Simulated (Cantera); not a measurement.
Thermodynamics of chlorosilane synthesis and conversion, feed SiCl4 + Cl2 + H2

A closed system holds: 1 mol SiCl4, 0.68 mol Cl2, 14 mol H2, held at 0.240 bar.

Cantera equilibrium calculation (NASA polynomials, part measured and part estimated; ideal gas, pure solids and liquids). Candidate condensed phases: Si; 19 gas species. The tables' values for SiCl3 are old estimates; treat these amounts as uncertain. Equilibrium is a limit: real reactors are often held back by kinetics, nucleation or transport.

From 1173 K to 1523 K nothing is condensed. The main Si-bearing gas is SiCl4 at 1173 K and SiCl2 at 1523 K.

| T (K) | log p H2 | log p HCl | log p SiCl4 | log p SiCl2 | log p SiCl3 | log p SiHCl3 | log p SiH2Cl2 | log p H |
|---|---|---|---|---|---|---|---|---|
| 1173 | -0.70 | -1.61 | -1.92 | -3.54 | -3.23 | -2.64 | -4.25 | -7.28 |
| 1223 | -0.70 | -1.59 | -1.97 | -3.11 | -2.99 | -2.59 | -4.10 | -6.87 |
| 1273 | -0.71 | -1.55 | -2.04 | -2.76 | -2.81 | -2.59 | -4.01 | -6.50 |
| 1323 | -0.71 | -1.50 | -2.13 | -2.50 | -2.68 | -2.64 | -3.99 | -6.16 |
| 1373 | -0.72 | -1.46 | -2.26 | -2.30 | -2.61 | -2.72 | -4.01 | -5.84 |
| 1423 | -0.73 | -1.42 | -2.42 | -2.16 | -2.59 | -2.84 | -4.08 | -5.54 |
| 1473 | -0.73 | -1.39 | -2.62 | -2.06 | -2.61 | -2.99 | -4.17 | -5.27 |
| 1523 | -0.74 | -1.36 | -2.84 | -1.99 | -2.65 | -3.17 | -4.28 | -5.01 |
log p: log10 of the partial pressure in bar; nothing condenses.
